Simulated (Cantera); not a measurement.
# borazine + NH3 + N2 (boron, boron nitride and boron oxide)

Input: 1 mol borazine, 0.32 mol NH3, 0.16 mol N2, at 11.0 Pa.

Cantera equilibrium calculation (NASA polynomials, part measured and part estimated; ideal gas, pure solids and liquids). Candidate condensed phases: B, BN; 15 gas species. The feed counts by its element totals alone. The tables' values for BH2 are old estimates; treat these amounts as uncertain. Equilibrium is a limit: real reactors are often held back by kinetics, nucleation or transport.

```csv
T (°C),x H2,x H,x N2,x B,n BN(s),n B(s)
852,0.916,4.05e-6,0.0842,<1e-12,3.00,0
952,0.916,2.84e-5,0.0842,<1e-12,3.00,0
1052,0.916,0.000149,0.0842,<1e-12,3.00,0
1152,0.915,0.000622,0.0842,1.41e-11,3.00,0
1252,0.914,0.00216,0.0841,1.23e-9,3.00,0
1352,0.910,0.00642,0.0839,6.18e-8,3.00,0
1452,0.900,0.0168,0.0835,1.96e-6,3.00,0
1552,0.878,0.0393,0.0826,4.26e-5,3.00,0
1652,0.598,0.0705,0.331,0.000331,0,3.00
1752,0.543,0.135,0.320,0.00183,0,2.99
1852,0.457,0.234,0.300,0.00857,0,2.94
1952,0.336,0.358,0.270,0.0349,0,2.76
```
x: gas mole fraction; n: condensed amount in mol.

From 852 °C to 1552 °C the condensed part is BN(s). From 1652 °C to 1952 °C the condensed part is B(s).
